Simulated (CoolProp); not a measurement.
Values from CoolProp's reference Helmholtz-energy equation of state, Lemmon 2006. It is a short technical equation, of lower accuracy than the large ones.

Problem. For carbon monoxide, give the phase and the cv (kJ/(kg K)) at 149.7 K and 0.671 bar; 149.7 K and 36.1 bar; 149.7 K and 87.5 bar.

Solution. 
- 149.7 K and 0.671 bar: gas; cv 0.744
- 149.7 K and 36.1 bar: supercritical; cv 0.849
- 149.7 K and 87.5 bar: supercritical; cv 0.923
